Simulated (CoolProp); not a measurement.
A single-stage vapour-compression cycle with R152A: evaporating at 257.15 K (dew point), condensing at 301.15 K (bubble point), superheat 5 K, subcooling 0 K, compressor efficiency 0.85, no pressure losses. Each further row changes one setting.

Values from CoolProp's reference Helmholtz-energy equation of state, Outcalt 1996. It is a modified Benedict-Webb-Rubin equation, recast in Helmholtz form.

```json
[
 {"case": "as stated", "cooling COP": "4.16", "pressure ratio": "4.56", "discharge temperature (K)": "330.5", "refrigerating effect (kJ/kg)": "252", "volumetric capacity (kJ/m³)": "1150"},
 {"case": "evaporating temperature 262.15 K", "cooling COP": "4.87", "pressure ratio": "3.73", "discharge temperature (K)": "326.9", "refrigerating effect (kJ/kg)": "255", "volumetric capacity (kJ/m³)": "1410"},
 {"case": "condensing temperature 296.15 K", "cooling COP": "4.80", "pressure ratio": "3.94", "discharge temperature (K)": "323.5", "refrigerating effect (kJ/kg)": "261", "volumetric capacity (kJ/m³)": "1190"},
 {"case": "subcooling 5 K", "cooling COP": "4.30", "pressure ratio": "4.56", "discharge temperature (K)": "330.5", "refrigerating effect (kJ/kg)": "261", "volumetric capacity (kJ/m³)": "1190"},
 {"case": "superheat 15 K", "cooling COP": "4.14", "pressure ratio": "4.56", "discharge temperature (K)": "340.9", "refrigerating effect (kJ/kg)": "262", "volumetric capacity (kJ/m³)": "1140"},
 {"case": "compressor efficiency 0.75", "cooling COP": "3.67", "pressure ratio": "4.56", "discharge temperature (K)": "337.0", "refrigerating effect (kJ/kg)": "252", "volumetric capacity (kJ/m³)": "1150"}
]
```
